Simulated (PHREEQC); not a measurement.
A made-up water analysis in mg/L, 25 °C, pH 3.42, pe 9.8: Na 302; K 32.3; Ca 415; Mg 10.9; Cl 464; S(6) as SO4 1150; Zn 5.11; Cu(2) 53.6.

Valence states are taken as typed.

Equilibrium calculation in PHREEQC: ion-association model, phreeqc.dat.

**Question.** The ionic strength comes out as 0.0484 mol/kgw. What activity coefficients do Ca+2, Mg+2, Zn(SO4)2-2, Zn+2, NaSO4- get?

**Answer.** Ca+2 0.48, Mg+2 0.49, Zn(SO4)2-2 0.46, Zn+2 0.47, NaSO4- 0.83.

This is a speciation only: nothing precipitates in the calculation.
